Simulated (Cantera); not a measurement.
# Ignition delay

Mixture: CH4 : O2 : N2 : H2O = 1 : 2.08 : 14.2 : 4 (molar parts), at 7500 Torr, adiabatic and at constant pressure. Ignition delay is the time to a rise of 400 K.

Computed with Cantera and GRI-Mech 3.0 (53 species, 325 reactions).

```tsv
T0 (K)	delay (ms)
1050	62.7
1125	21.7
1200	8.81
1275	3.97
1350	1.90
1425	0.923
1500	0.449
1575	0.218
1650	0.108
1725	0.0553
```

- apparent activation energy between 1575 and 1725 K = 210 kJ/mol
